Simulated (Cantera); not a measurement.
An isothermal, constant-pressure homogeneous reactor starts with N₂O : O₂ = 1 : 0.48 (molar parts), at 1600 K and 1330 Pa. Integrator tolerance rtol = 1e-08.

Model: GRI-Mech 3.0 (53 species, 325 reactions), integrated in Cantera. GRI-Mech 3.0 was tuned for natural gas; its chemistry of N2O as a main component is partial and can be far from experiment. Radical loss at walls, strong at low pressure, is not modelled. The temperature is held fixed by assumption; the heat of reaction is taken as removed at once.

```
quantity                                          before                                     after
---------------  ---------------------------------------  ----------------------------------------
x(N₂O) at 100 s  5.02e-6 (gas-phase equilibrium 1.31e-8)   2.54e-6 (gas-phase equilibrium 5.19e-9)
x(O₂) at 100 s       0.422 (gas-phase equilibrium 0.494)       0.446 (gas-phase equilibrium 0.495)
x(NO) at 100 s     0.145 (gas-phase equilibrium 0.00238)   0.0977 (gas-phase equilibrium 0.000884)
x(N₂) at 100 s       0.433 (gas-phase equilibrium 0.504)       0.456 (gas-phase equilibrium 0.505)
x(NO₂) at 100 s  9.47e-5 (gas-phase equilibrium 1.69e-6)  0.000122 (gas-phase equilibrium 1.17e-6)
```

What was changed between the two runs?
A. temperature 1600 to 1000 K
B. temperature 1600 to 1398 K
C. pressure from 1330 Pa to 101000 Pa
D. pressure from 1330 Pa to 13300 Pa

B, temperature 1600 to 1398 K
